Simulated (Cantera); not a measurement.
An adiabatic, constant-volume homogeneous reactor starts with H2 : O2 : N2 = 1 : 0.385 : 1.92 (molar parts), at 1823 K and 10.0 bar. Integrator tolerance rtol = 1e-08.

Computed with Cantera and GRI-Mech 3.0 (53 species, 325 reactions). The hydrogen kinetics of GRI-Mech 3.0 are dated; newer H2 mechanisms differ, most at raised pressure. Above 3000 K some thermodynamic fits are extrapolated.

What does this change do: constant pressure in place of constant volume?


```json
[
 {"quantity": "time of steepest temperature rise", "before": "0.668 µs", "after": "0.677 µs"},
 {"quantity": "temperature at 3.00 s", "before": "3245 K", "after": "3089 K"},
 {"quantity": "equilibrium temperature", "before": "3245 K", "after": "3089 K"},
 {"quantity": "x(H2) at 3.00 s", "before": "0.0920 (gas-phase equilibrium 0.0920)", "after": "0.0882 (gas-phase equilibrium 0.0882)"},
 {"quantity": "x(O2) at 3.00 s", "before": "0.00316 (gas-phase equilibrium 0.00316)", "after": "0.00240 (gas-phase equilibrium 0.00240)"},
 {"quantity": "x(NO2) at 3.00 s", "before": "1.69e-6 (gas-phase equilibrium 1.69e-6)", "after": "9.42e-7 (gas-phase equilibrium 9.42e-7)"},
 {"quantity": "x(H2O2) at 3.00 s", "before": "1.19e-6 (gas-phase equilibrium 1.19e-6)", "after": "6.94e-7 (gas-phase equilibrium 6.94e-7)"},
 {"quantity": "x(NO) at 3.00 s", "before": "0.00693 (gas-phase equilibrium 0.00693)", "after": "0.00512 (gas-phase equilibrium 0.00512)"}
]
```
